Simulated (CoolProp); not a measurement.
Properties of methane along the isobar 6.42 MPa (Tc = -82.6 °C, pc = 4.599 MPa, ω = 0.011).

Computed with CoolProp (reference Helmholtz-energy equation of state, Setzmann 1991).

```tsv
T (°C)	phase	cv (kJ/(kg K))	Prandtl number
-158.65	liquid	2.061	2.17
-143.25	liquid	1.997	1.87
-127.85	liquid	1.942	1.73
-112.35	liquid	1.901	1.70
-96.95	liquid	1.884	1.79
-81.45	supercritical	1.937	2.32
-66.05	supercritical	2.037	2.63
-50.55	supercritical	1.838	1.36
-35.15	supercritical	1.774	1.10
-19.65	supercritical	1.748	0.983
-4.25	supercritical	1.745	0.918
11.15	supercritical	1.755	0.877
26.65	supercritical	1.775	0.848
42.05	supercritical	1.803	0.827
57.55	supercritical	1.837	0.811
```

Viscosity comes from a separate model (Quiñones-Cisneros 2006). Thermal conductivity comes from a separate model (Friend 1989).
